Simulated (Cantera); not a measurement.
Charge: 1 mol Al, 5.3 mol HCl, at 13300 Pa.

Equilibrium computed with Cantera from the NASA thermochemical tables; the gas is ideal and each condensed phase is pure. Candidate condensed phases: Al, AlCl₃; 12 gas species. Kinetics and transport are ignored. All values below are at 975 K.

Base state: HCl 0.480, H₂ 0.313, AlCl₃ 0.207, Al₂Cl₆ 0.000810 (mole fractions); condensed: gas only.

Problem. What changes in the equilibrium state with this change: pressure from 13300 Pa to 100000 Pa?

Solution. 
```
species    before    after
-------  --------  -------
HCl         0.480    0.482
H₂          0.313    0.314
AlCl₃       0.207    0.198
Al₂Cl₆   0.000810  0.00558
```
